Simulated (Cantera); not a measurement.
Cantera run, input and output.

```python
import numpy as np
import cantera as ct

gas = ct.Solution("gri30.yaml")
gas.TPX = 525, 89000, {'CH4': 1, 'O2': 4.9, 'N2': 14.2}
inlet = ct.Reservoir(gas, clone=True)
gas.equilibrate("HP")  # start burning
reactor = ct.IdealGasConstPressureReactor(gas, energy="on", clone=False)
exhaust = ct.Reservoir(gas, clone=True)
tau = [0.25, 0.093, 0.035, 0.013, 0.0049, 0.0018, 0.00069, 0.00026, 9.6e-05, 3.6e-05, 1.4e-05][0]
for a, b in ((inlet, reactor), (reactor, exhaust)):
    ct.MassFlowController(a, b, mdot=lambda t: reactor.mass / tau)
net = ct.ReactorNet([reactor])
show = ['CH4', 'O2', 'NO', 'H2', 'CO2']

rows = []
print(f"{'tau/s':>10s}{'T/K':>9s}" + "".join(f"{s:>11s}" for s in show))
for tau in [0.25, 0.093, 0.035, 0.013, 0.0049, 0.0018, 0.00069, 0.00026, 9.6e-05, 3.6e-05, 1.4e-05]:
    net.initial_time = 0.0
    net.advance(30 * tau)
    before = gas.X
    net.advance(40 * tau)
    drift = np.max(np.abs(gas.X - before) / (gas.X + 1e-9))
    rows.append([gas.T, *gas[show].X, drift])
    print(f"{tau:10.3e}{gas.T:9.1f}" + "".join(f"{x:11.3e}" for x in gas[show].X))
```

Output:

```
     tau/s      T/K        CH4         O2         NO         H2        CO2
 2.500e-01   1652.2  8.902e-06  1.442e-01  5.092e-06  2.519e-05  4.958e-02
 9.300e-02   1649.4  1.681e-05  1.441e-01  4.674e-06  4.777e-05  4.942e-02
 3.500e-02   1644.7  3.132e-05  1.442e-01  4.048e-06  9.069e-05  4.912e-02
 1.300e-02   1636.2  5.899e-05  1.443e-01  3.169e-06  1.730e-04  4.852e-02
 4.900e-03   1621.1  1.120e-04  1.446e-01  2.344e-06  3.225e-04  4.734e-02
 1.800e-03   1592.8  2.286e-04  1.455e-01  1.716e-06  5.976e-04  4.491e-02
 6.900e-04   1541.9  5.244e-04  1.480e-01  1.165e-06  1.069e-03  3.996e-02
 2.600e-04    525.0  4.975e-02  2.438e-01  8.391e-21  1.334e-16  8.011e-16
 9.600e-05    525.0  4.975e-02  2.438e-01  1.494e-24  2.375e-20  1.426e-19
 3.600e-05    525.0  4.975e-02  2.438e-01  9.437e-26  1.500e-21  9.009e-21
 1.400e-05    525.0  4.975e-02  2.438e-01  5.961e-27  9.477e-23  5.691e-22
```

Cantera simulation using GRI-Mech 3.0 (53 species, 325 reactions); the numbers are that mechanism's predictions, not measurements.
